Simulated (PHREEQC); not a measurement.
A column of 0.5 m (40 cells, dispersivity 0.018 m, 720 s a shift, diffusion coefficient 3e-10 m²/s) holds 0.001 eq of the database's cation exchanger X per kg of pore water, first in equilibrium with 0.0068 mol/kgw KBr, 0.0072 mol/kgw SrCl2, 0.019 mol/kgw CaCl2 and 1e-05 mol/kgw HCl. It is flushed with 0.00071 mol BaCl2 and 1e-05 mol HCl per kg of water, at 25 °C. Values are for the last cell. The system is closed to CO2. Nothing may precipitate in this run.

Base run: PHREEQC, ion-association model, phreeqc.dat. Each further column changes one thing. The table gives Ba in solution (mol/kgw).

| pore volumes | base | exchange capacity from 0.001 to 0.0005 eq/kgw | dispersivity from 0.018 to 0.036 m |
|---|---|---|---|
| 0 | 0 | 0 | 0 |
| 0.3875 | 7.20e-8 | 8.75e-8 | … |
| 0.7625 | 9.72e-5 | 0.000113 | … |
| 1.262 | 0.000297 | … | 0.000387 |
| 1.637 | 0.000275 | 0.000448 | 0.000391 |
| 2.013 | 0.000395 | 0.000569 | … |
| 2.388 | 0.000566 | 0.000668 | … |
| 2.763 | 0.000659 | 0.000701 | 0.000567 |
| 3.263 | 0.000700 | 0.000709 | 0.000650 |
| 3.638 | 0.000707 | 0.000710 | … |
| 4.013 | 0.000709 | 0.000710 | 0.000697 |

### Question
Fill in the missing entries.

### Answer

- 0.3875, dispersivity from 0.018 to 0.036 m: 3.46e-6
- 0.7625, dispersivity from 0.018 to 0.036 m: 0.000166
- 1.262, exchange capacity from 0.001 to 0.0005 eq/kgw: 0.000417
- 2.013, dispersivity from 0.018 to 0.036 m: 0.000403
- 2.388, dispersivity from 0.018 to 0.036 m: 0.000476
- 3.638, dispersivity from 0.018 to 0.036 m: 0.000681
